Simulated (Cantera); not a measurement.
An isothermal plug-flow reactor at 875 K and 75000 Pa (inlet), inlet velocity 1 m/s, active area per volume 900 1/m; feed CH4 : O2 : N2 = 0.006 : 0.012 : 0.79 (molar parts), equivalence ratio 1.0.

Model: Deutschmann's 1995 Pt surface mechanism with GRI-Mech 3.0 gas chemistry, integrated in Cantera. Catalytic surfaces can have several steady states; this one follows from the mechanism file's or the stated starting coverage. Mass transfer to the wall is taken as infinitely fast.

Task: What does this change do: O2 0.012 to 0.0094 parts?

Result: 
| quantity | before | after |
|---|---|---|
| x(CH4) at z = 0.0035 m | 0.00637 | 0.00617 |
| x(O2) at z = 0.0035 m | 0.0127 | 0.00911 |
| x(H2O) at z = 0.0035 m | 0.00210 | 0.00257 |
| x(CO2) at z = 0.0035 m | 0.00105 | 0.00128 |
| x(CO) at z = 0.0035 m | 2.13e-6 | 2.18e-6 |
| θ(free Pt) at the exit | 0.178 | 0.198 |
| θ(O*) at the exit | 0.821 | 0.801 |
| θ(OH*) at the exit | 0.00114 | 0.00130 |
